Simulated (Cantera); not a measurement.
A closed system holds: 1 mol SrCl2, 40 mol H2, held at 1450 °C.

Method: chemical equilibrium by Gibbs-energy minimisation in Cantera with the NASA 1993 tables (ideal gas, pure condensed phases). Candidate condensed phases: Sr, SrCl2; 8 gas species. Equilibrium is a limit: real reactors are often held back by kinetics, nucleation or transport.

Which condensed phases are stable at each of these points (P (Pa)): 0.100, 0.560, 3.20, 18, 100, 560, 3200, 18000, 100000?


```
P (Pa)  condensed phases  Sr condensed (%)
------  ----------------  ----------------
0.100           gas only               0.0
0.560           gas only               0.0
3.20            gas only               0.0
18              gas only               0.0
100             gas only               0.0
560             gas only               0.0
3200            gas only               0.0
18000           gas only               0.0
100000          SrCl2(l)              65.2
```

From 1.00e-6 bar to 0.180 bar nothing is condensed. At 1.00 bar the condensed part is SrCl2(l).
